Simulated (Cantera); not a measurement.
Input (Python, Cantera) and output of one run.

```python
import numpy as np
import cantera as ct

gas_names = [...]  # 49 gases of nasa_gas.yaml made of B, Cl, H, N, O
cond_names = """
    B(b) B(L) BN(s) B2O3(L) B3O3H3(cr) H2O(s) H2O(L) NH4CL(a) NH4CL(b)
""".split()


# ... load() reads the species with a 1 bar reference pressure and builds the phases ...
atoms = {
    'BCl3': {'B': 1, 'CL': 3},
    'H2O': {'H': 2, 'O': 1},
    'N2': {'N': 2},
}
top_T = {'BN(s)': 3200}  # K; cautious upper limits of use, not melting points


# ... equilibrate(T, P, feed) seeds the gas with the atoms and calls Mixture.equilibrate('TP', solver="vcs", rtol=1e-11, max_steps=5000) ...
results = []
feed = {'BCl3': 1, 'H2O': 18, 'N2': 1}  # mol
P = 10000  # Pa
for T in [775, 875, 975, 1075, 1175, 1275, 1375, 1475, 1575, 1675, 1775, 1875]:
    mix = equilibrate(T, P, feed)
    results.append((T, P, feed, dict(zip(mix.species_names, mix.species_moles))))
    x = sorted(zip(gas.X, gas.species_names), reverse=True)
    print(f"T = {T:g} K  P = {P:g} Pa  gas = {mix.phase_moles(0):.4g} mol")
    print("   x: " + "  ".join(f"{s} {v:.3e}" for v, s in x if v > 1e-05))
    print("   condensed (mol): " + ("  ".join(f"{mix.phase(i).name} {mix.phase_moles(i):.4g}"
          for i in range(1, mix.n_phases) if mix.phase_moles(i) > 1e-12) or "none"))
```

It prints:

```
T = 775 K  P = 10000 Pa  gas = 20.33 mol
   x: H2O 7.869e-01  HCL 1.475e-01  N2 4.918e-02  H3B3O6 1.639e-02
   condensed (mol): none
T = 875 K  P = 10000 Pa  gas = 20.37 mol
   x: H2O 7.911e-01  HCL 1.473e-01  N2 4.909e-02  H3B3O6 1.253e-02
   condensed (mol): B2O3(L) 0.1171
T = 975 K  P = 10000 Pa  gas = 20.43 mol
   x: H2O 7.970e-01  HCL 1.469e-01  N2 4.895e-02  H3B3O6 7.130e-03  HBO2 4.322e-05
   condensed (mol): B2O3(L) 0.2811
T = 1075 K  P = 10000 Pa  gas = 20.46 mol
   x: H2O 7.997e-01  HCL 1.466e-01  N2 4.888e-02  H3B3O6 4.410e-03  HBO2 3.179e-04
   condensed (mol): B2O3(L) 0.3614
T = 1175 K  P = 10000 Pa  gas = 20.49 mol
   x: H2O 8.002e-01  HCL 1.464e-01  N2 4.881e-02  H3B3O6 2.909e-03  HBO2 1.634e-03  CL 1.376e-05  H2 1.300e-05
   condensed (mol): B2O3(L) 0.3939
T = 1275 K  P = 10000 Pa  gas = 20.55 mol
   x: H2O 7.968e-01  HCL 1.460e-01  N2 4.867e-02  HBO2 6.394e-03  H3B3O6 2.014e-03  H2 4.489e-05  CL 4.312e-05
   condensed (mol): B2O3(L) 0.3722
T = 1375 K  P = 10000 Pa  gas = 20.7 mol
   x: H2O 7.849e-01  HCL 1.448e-01  N2 4.832e-02  HBO2 2.016e-02  H3B3O6 1.436e-03  H2 1.328e-04  CL 1.128e-04  O2 3.266e-05  OH 1.328e-05  B2O3 1.315e-05
   condensed (mol): B2O3(L) 0.2465
T = 1475 K  P = 10000 Pa  gas = 20.98 mol
   x: H2O 7.626e-01  HCL 1.427e-01  N2 4.767e-02  HBO2 4.554e-02  H3B3O6 6.435e-04  H2 3.413e-04  CL 2.567e-04  B2O3 9.357e-05  O2 9.051e-05  OH 4.436e-05
   condensed (mol): none
T = 1575 K  P = 10000 Pa  gas = 21.01 mol
   x: H2O 7.611e-01  HCL 1.422e-01  N2 4.759e-02  HBO2 4.719e-02  H2 7.938e-04  CL 5.271e-04  O2 2.225e-04  B2O3 1.313e-04  OH 1.290e-04  H3B3O6 4.288e-05  NO 1.388e-05
   condensed (mol): none
T = 1675 K  P = 10000 Pa  gas = 21.02 mol
   x: H2O 7.598e-01  HCL 1.417e-01  N2 4.755e-02  HBO2 4.718e-02  H2 1.678e-03  CL 9.914e-04  O2 4.876e-04  OH 3.294e-04  B2O3 1.665e-04  NO 3.117e-05  BO2 2.498e-05  H 1.504e-05  BOCL 1.456e-05
   condensed (mol): none
T = 1775 K  P = 10000 Pa  gas = 21.05 mol
   x: H2O 7.576e-01  HCL 1.408e-01  N2 4.748e-02  HBO2 4.702e-02  H2 3.268e-03  CL 1.732e-03  O2 9.723e-04  OH 7.554e-04  B2O3 2.046e-04  NO 6.369e-05  BO2 5.700e-05  H 5.232e-05  BOCL 2.146e-05
   condensed (mol): none
T = 1875 K  P = 10000 Pa  gas = 21.09 mol
   x: H2O 7.536e-01  HCL 1.394e-01  N2 4.736e-02  HBO2 4.677e-02  H2 5.932e-03  CL 2.840e-03  O2 1.792e-03  OH 1.581e-03  B2O3 2.457e-04  H 1.596e-04  NO 1.202e-04  BO2 1.189e-04  O 3.220e-05  BOCL 3.023e-05
   condensed (mol): none
```

Equilibrium computed with Cantera from the NASA thermochemical tables; the gas is ideal and each condensed phase is pure. The tables' values for BOCl are old estimates; treat these amounts as uncertain. Gases not in the tables: H3BO3.
